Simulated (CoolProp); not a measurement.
Values from CoolProp's reference Helmholtz-energy equation of state, Lemmon 2006. It is a short technical equation, of lower accuracy than the large ones.

For CH3F (R41), give the phase and the speed of sound (m/s), Joule-Thomson coefficient (K/MPa) at 414.7 K and 1.53 bar.


- 414.7 K and 1.53 bar: gas; speed of sound 351, Joule-Thomson coefficient 7.18
